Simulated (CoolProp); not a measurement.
Dry air along the isobar 4740 kPa: density (kg/m³) from the reference equation and from simpler models built on Tc = 132.5 K, pc = 3786 kPa, ω = 0.034; each cubic takes its own stable root.

Values from CoolProp's reference Helmholtz-energy equation of state, Lemmon 2000. It is a pseudo-pure fit of the blend.

```json
[
 {"T (K)": "123.1", "phase": "liquid", "reference": "636.4"},
 {"T (K)": "137.6", "phase": "supercritical", "reference": "358.8"},
 {"T (K)": "152.2", "phase": "supercritical", "reference": "162.7"},
 {"T (K)": "166.8", "phase": "supercritical", "reference": "127.2"},
 {"T (K)": "181.4", "phase": "supercritical", "reference": "108.0"},
 {"T (K)": "195.9", "phase": "supercritical", "reference": "95.26"},
 {"T (K)": "210.5", "phase": "supercritical", "reference": "85.74"},
 {"T (K)": "225.1", "phase": "supercritical", "reference": "78.30"},
 {"T (K)": "239.6", "phase": "supercritical", "reference": "72.30"},
 {"T (K)": "254.2", "phase": "supercritical", "reference": "67.25"},
 {"T (K)": "268.8", "phase": "supercritical", "reference": "62.94"}
]
```

### Question
How far does each simpler model (van der Waals, Redlich-Kwong, Peng-Robinson) lie from the reference over these 11 states: mean and median of the absolute difference, and the worst?

### Answer
- van der Waals: mean 5.3 %, median 2.9 %, worst -26.6 % at 123.1 K and 4740 kPa
- Redlich-Kwong: mean 1.5 %, median 0.7 %, worst -7.0 % at 137.6 K and 4740 kPa
- Peng-Robinson: mean 2.6 %, median 2.0 %, worst +7.7 % at 123.1 K and 4740 kPa
